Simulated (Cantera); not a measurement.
Thermal oxidation and active oxidation of silicon: Si + N2O + H2

Input: 1 mol Si, a varied amount of N2O, 260 mol H2, at 1452 °C and 1.00 bar.

Equilibrium computed with Cantera from the NASA thermochemical tables; the gas is ideal and each condensed phase is pure. Candidate condensed phases: H2O, Si, SiO2, Si2N2O, Si3N4; 35 gas species. Mutual solubility and eutectic melting of coexisting phases are not modelled. The tables hold silica as quartz up to 1696 K and as liquid above; real silica turns to tridymite and cristobalite and melts near 1996 K. Gases not in the tables: Si2H6 and higher silanes. The numbers say what is thermodynamically allowed, not how fast it happens.

From 0.26 mol N2O to 0.42 mol N2O the condensed part is Si(l) + Si2N2O(s). From 0.57 mol N2O to 0.89 mol N2O the condensed part is Si2N2O(s). From 1 mol N2O to 1.4 mol N2O the condensed part is SiO2(condensed) + Si2N2O(s). From 1.5 mol N2O to 1.8 mol N2O the condensed part is SiO2(condensed). The main Si-bearing gas is SiO throughout.

| n(N2O) (mol) | log p H2 | log p N2 | log p SiO | log p H2O | log p H | n Si(l) | n Si2N2O(s) | n SiO2(condensed) |
|---|---|---|---|---|---|---|---|---|
| 0.26 | 0.00 | -3.32 | -3.32 | -6.11 | -3.73 | 0.601 | 0.134 | 0 |
| 0.42 | 0.00 | -3.32 | -3.32 | -6.11 | -3.73 | 0.281 | 0.294 | 0 |
| 0.57 | 0.00 | -3.26 | -3.26 | -5.94 | -3.73 | 0 | 0.426 | 0 |
| 0.73 | 0.00 | -2.76 | -2.77 | -4.47 | -3.73 | 0 | 0.278 | 0 |
| 0.89 | 0.00 | -2.55 | -2.57 | -3.85 | -3.73 | 0 | 0.147 | 0 |
| 1 | 0.00 | -2.47 | -2.56 | -3.76 | -3.73 | 0 | 0.110 | 0.0649 |
| 1.2 | 0.00 | -2.36 | -2.60 | -3.73 | -3.73 | 0 | 0.0630 | 0.214 |
| 1.4 | 0.00 | -2.28 | -2.63 | -3.70 | -3.73 | 0 | 0.0114 | 0.359 |
| 1.5 | 0.00 | -2.24 | -2.67 | -3.66 | -3.73 | 0 | 0 | 0.442 |
| 1.7 | 0.00 | -2.19 | -2.83 | -3.49 | -3.73 | 0 | 0 | 0.616 |
| 1.8 | 0.00 | -2.16 | -2.93 | -3.39 | -3.73 | 0 | 0 | 0.694 |
log p: log10 of the partial pressure in bar; n: condensed amount in mol.
